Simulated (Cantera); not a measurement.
A counterflow diffusion flame at 1.30 bar, nozzles 20 mm apart: fuel side 100 % CH4 at 323 K, oxidiser side 21.0 % O2, 79.0 % N2 at 373 K, fuel mass flux 0.68 times the oxidiser's; mixture-averaged transport, no radiation.

Cantera simulation using GRI-Mech 3.0 (53 species, 325 reactions); the numbers are that mechanism's predictions, not measurements. GRI-Mech 3.0 has no aromatics or soot, which form on the fuel side of real flames. The maximum strain rate includes the flame's own expansion and is several times the mean.

x: mole fraction; the columns are a selection and need not sum to one.

```
oxidiser flux (kg/m²/s)  max strain (1/s)  mean strain (1/s)  T max (K)  peak x OH  peak x H  peak x NO  peak x CO  peak x C2H2
-----------------------  ----------------  -----------------  ---------  ---------  --------  ---------  ---------  -----------
0.33                                  160               28.1       2096    0.00689   0.00314   0.000246     0.0485       0.0124
0.46                                  220               39.2       2082    0.00690   0.00329   0.000228     0.0478       0.0114
0.64                                  298               54.5       2070    0.00690   0.00344   0.000209     0.0474       0.0105
0.91                                  [?]               77.5       2057    0.00689   0.00361        [?]     0.0472      0.00971
1.3                                   [?]                111       2040    0.00678   0.00373        [?]     0.0470          [?]
1.8                                   765                153       2020    0.00656   0.00380   0.000131     0.0470      0.00789
2.5                                  1030                213       1996    0.00625   0.00380   0.000101     0.0472      0.00692
3.6                                  1410                306       1960    0.00569   0.00366    6.68e-5     0.0476      0.00556
```

Q: Fill in the missing entries.

A: 
- 0.91, max strain (1/s): 410
- 0.91, peak x NO: 0.000187
- 1.3, max strain (1/s): 567
- 1.3, peak x NO: 0.000160
- 1.3, peak x C2H2: 0.00881
